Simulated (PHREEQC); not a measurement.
PHREEQC input (ion-association model, wateq4f.dat):

```
SOLUTION_MASTER_SPECIES
  An  An-  0  An  62.0  # stands for a non-complexing anion
SOLUTION_SPECIES
  An- = An-
    -log_k 0
    -gamma 3.0 0
PHASES
  Fix_H+
    H+ = H+
    -log_k 0
SOLUTION 1
  temp 25
  units mmol/kgw
  pH 7 charge
  Na 50
  An 50
END
SELECTED_OUTPUT 1
  -reset false
  -pH true
  -pe true
  -ionic_strength true
  -water true
  -totals Na
  -molalities Hfo_wOH Hfo_wOH2+ Hfo_wO- Hfo_sOH Hfo_sOH2+ Hfo_sO-
USER_PUNCH 1
  -headings sigma psi
  10 PUNCH EDL("sigma", "Hfo"), EDL("psi", "Hfo")
PRINT
  -reset false
USE solution 1
SURFACE 1
  Hfo_wOH 0.00105618 600 0.47
  Hfo_sOH 2.64045e-05
EQUILIBRIUM_PHASES 1
  Fix_H+ -4 HAn 10
    -force_equality true
  O2(g) -0.68 10
END
# ... the last block is repeated for the other 12 points of pH, with NaOH or the acid as the point needs
```

Selected output (columns that matter, 13 of 13 rows; pH added in front):

```
pH	mu	Na	m_Hfo_wOH	m_Hfo_wOH2+	m_Hfo_wO-	m_Hfo_sOH	m_Hfo_sOH2+	m_Hfo_sO-	sigma	psi
4	0.050547	0.05	0.00021508	0.00083984	1.2618e-06	5.3769e-06	2.0996e-05	3.1545e-08	0.29411	0.15963
4.67	0.050345	0.05	0.00041995	0.00062982	6.4147e-06	1.0499e-05	1.5745e-05	1.6037e-07	0.21865	0.14458
5.33	0.050219	0.05	0.00060121	0.00043598	1.8993e-05	1.503e-05	1.0899e-05	4.7482e-07	0.14625	0.1242
6	0.050131	0.05	0.00072151	0.00029412	4.0547e-05	1.8038e-05	7.353e-06	1.0137e-06	0.088936	0.099365
6.67	0.050072	0.05	0.00078168	0.00020681	6.7684e-05	1.9542e-05	5.1703e-06	1.6921e-06	0.048796	0.070837
7.33	0.050033	0.05	0.00080452	0.00015753	9.4126e-05	2.0113e-05	3.9383e-06	2.3532e-06	0.022238	0.039526
8	0.050004	0.05	0.00081065	0.00012688	0.00011865	2.0266e-05	3.1721e-06	2.9662e-06	0.0028881	0.0056452
8.67	0.050028	0.050051	0.00080777	0.00010233	0.00014608	2.0194e-05	2.5582e-06	3.652e-06	-0.015345	-0.028555
9.33	0.050083	0.05014	0.00079214	7.6758e-05	0.00018728	1.9804e-05	1.9189e-06	4.6819e-06	-0.038763	-0.060713
10	0.050231	0.050339	0.00074681	4.909e-05	0.00026028	1.867e-05	1.2272e-06	6.5069e-06	-0.074069	-0.090377
10.67	0.05076	0.050944	0.00064732	2.5008e-05	0.00038384	1.6183e-05	6.252e-07	9.5961e-06	-0.12586	-0.11636
11.33	0.052931	0.053217	0.00047955	9.2862e-06	0.00056733	1.1989e-05	2.3216e-07	1.4183e-05	-0.19572	-0.13766
12	0.062966	0.063377	0.0002509	1.7949e-06	0.00080347	6.2725e-06	4.4872e-08	2.0087e-05	-0.28117	-0.15171
```
